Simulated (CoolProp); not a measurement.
A closed Brayton cycle with carbon dioxide: compressor inlet 318.15 K and 8.6 MPa, high pressure 21.8 MPa, turbine inlet 730 K, compressor efficiency 0.85, turbine efficiency 0.93, recuperator effectiveness 0 (on enthalpy, no pinch check). Each further row changes one setting.

Values from CoolProp's reference Helmholtz-energy equation of state, Span 1996.

| case | thermal efficiency (%) | net work (kJ/kg) | compressor to turbine work | compressor exit (K) | turbine exit (K) |
|---|---|---|---|---|---|
| as stated | [?] | 70.3 | 0.36 | 385.7 | 623.1 |
| turbine inlet 680 K | 14.9 | 61.2 | [?] | 385.7 | 577.1 |
| compressor inlet 328.15 K | [?] | 62.1 | [?] | [?] | 623.1 |
| high pressure 18.5 MPa | 12.5 | [?] | 0.34 | 373.5 | 641.5 |
| recuperator effectiveness 0.5 | 20.9 | 70.3 | 0.36 | 385.7 | 623.1 |

### Question
Complete the blanks.

### Answer

- as stated, thermal efficiency (%): 14.8
- turbine inlet 680 K, compressor to turbine work: 0.39
- compressor inlet 328.15 K, thermal efficiency (%): 14.3
- compressor inlet 328.15 K, compressor to turbine work: 0.44
- compressor inlet 328.15 K, compressor exit (K): 406.1
- high pressure 18.5 MPa, net work (kJ/kg): 60.7
